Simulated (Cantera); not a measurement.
A Cantera script and what it prints.

```python
import numpy as np
import cantera as ct

gas_names = """
    C2F4 CF2 CL CCL4 F CF3 F2
""".split()
cond_names = """
    C(gr)
""".split()


# ... load() reads the species with a 1 bar reference pressure and builds the phases ...
species = {s.name: s for s in load("nasa_gas.yaml", gas_names) + load("nasa_condensed.yaml", cond_names)}
# Each term lists the table entries of one substance; the one whose range holds T is used.
reactions = {
    'C2F4(g) = 2 CF2(g)':
        [(-1, ['C2F4']), (2, ['CF2'])],
    '4 Cl(g) + C = CCl4(g)':
        [(-4, ['CL']), (-1, ['C(gr)']), (1, ['CCL4'])],
    'CF2(g) = C + 2 F(g)':
        [(-1, ['CF2']), (1, ['C(gr)']), (2, ['F'])],
    '2 CF3(g) = 3 F2(g) + 2 C':
        [(-2, ['CF3']), (3, ['F2']), (2, ['C(gr)'])],
}


def pick(names, T):
    return next(species[n] for n in names if species[n].thermo.min_temp <= T <= species[n].thermo.max_temp)


results = []
for label, terms in reactions.items():
    print(label)
    print("     T/K   dH/kJ  dS/(J/K)   dG/kJ   log10 K")
    for T in [1050, 1125, 1200, 1275, 1350, 1425, 1500, 1575, 1650, 1725]:
        used = [(nu, pick(names, T)) for nu, names in terms]
        dH = sum(nu * s.thermo.h(T) for nu, s in used) / 1e6
        dS = sum(nu * s.thermo.s(T) for nu, s in used) / 1e3
        dG = dH - T * dS / 1e3
        logK = -dG * 1e6 / (ct.gas_constant * T * np.log(10))
        results.append((label, T, dH, dS, dG, logK, [s.name for _, s in used]))
        print(f"{T:8g} {dH:8.1f} {dS:8.1f} {dG:8.1f} {logK:8.2f}")
```

Output:

```
C2F4(g) = 2 CF2(g)
     T/K   dH/kJ  dS/(J/K)   dG/kJ   log10 K
    1050    287.7    171.4    107.7    -5.36
    1125    286.7    170.5     94.9    -4.41
    1200    285.8    169.7     82.1    -3.58
    1275    284.8    168.9     69.5    -2.85
    1350    283.7    168.1     56.8    -2.20
    1425    282.7    167.3     44.2    -1.62
    1500    281.6    166.6     31.7    -1.10
    1575    280.5    165.9     19.2    -0.64
    1650    279.4    165.2      6.8    -0.22
    1725    278.3    164.5     -5.5     0.17
4 Cl(g) + C = CCl4(g)
     T/K   dH/kJ  dS/(J/K)   dG/kJ   log10 K
    1050   -587.0   -367.3   -201.4    10.02
    1125   -587.4   -367.6   -173.8     8.07
    1200   -587.8   -368.0   -146.2     6.37
    1275   -588.2   -368.3   -118.6     4.86
    1350   -588.5   -368.5    -91.0     3.52
    1425   -588.8   -368.8    -63.4     2.32
    1500   -589.2   -369.0    -35.7     1.24
    1575   -589.5   -369.2     -8.0     0.27
    1650   -589.8   -369.4     19.7    -0.62
    1725   -590.0   -369.5     47.4    -1.44
CF2(g) = C + 2 F(g)
     T/K   dH/kJ  dS/(J/K)   dG/kJ   log10 K
    1050    349.5     97.6    247.0   -12.28
    1125    350.2     98.3    239.6   -11.12
    1200    350.9     98.9    232.2   -10.11
    1275    351.7     99.5    224.8    -9.21
    1350    352.4    100.1    217.3    -8.41
    1425    353.1    100.6    209.8    -7.69
    1500    353.8    101.1    202.2    -7.04
    1575    354.6    101.6    194.6    -6.45
    1650    355.3    102.0    187.0    -5.92
    1725    356.0    102.5    179.3    -5.43
2 CF3(g) = 3 F2(g) + 2 C
     T/K   dH/kJ  dS/(J/K)   dG/kJ   log10 K
    1050    943.7     96.1    842.8   -41.93
    1125    943.8     96.2    835.6   -38.80
    1200    944.0     96.3    828.4   -36.06
    1275    944.2     96.5    821.1   -33.64
    1350    944.4     96.7    813.9   -31.49
    1425    944.6     96.8    806.6   -29.57
    1500    944.9     97.0    799.4   -27.84
    1575    945.1     97.1    792.1   -26.27
    1650    945.4     97.3    784.8   -24.84
    1725    945.7     97.5    777.5   -23.54
```

Source: NASA polynomial tables (part measured, part estimated), evaluated in Cantera. The tables' values for C2F4 are old estimates. Condensed species are held in their standard states even where they would react or evaporate.
